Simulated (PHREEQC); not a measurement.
Dissolve 0.041 mol HF, 0.0054 mol KF and 4.1e-05 mol H2SiF6 per kg of water at 45 °C. Closed to the air; pH follows from the charge balance.

Equilibrium calculation in PHREEQC: ion-association model, wateq4f.dat.

```tsv
quantity	before	after
pH	2.60	2.84
ionic strength (mol/kgw)	0.00816	0.00701
HF (mol/kgw)	0.0344	0.0379
F- (mol/kgw)	0.00700	0.00593
H2F2 (mol/kgw)	0.00146	0.000345
HF2- (mol/kgw)	0.00103	0.000950
SI of Quartz (SiO2)	-6.68	-4.50
```

**Question.** Which change was made?
A. temperature from 45 to 85 °C
B. 0.01 mol/kgw NaOH added
C. KF from 0.0054 to 0.027 mol/kgw
D. KF replaced by Cu(BF4)2 at the same molality

**Answer.** A, temperature from 45 to 85 °C

This is a speciation only: nothing precipitates in the calculation. wateq4f.dat counts part of the HF as a dimer, H2F2, which phreeqc.dat doesn't know; its constant is uncertain. At this temperature some constants are extrapolated from 25 °C, and those without enthalpy data are left unchanged. SiF6-2 is the database's only silicon fluoride.
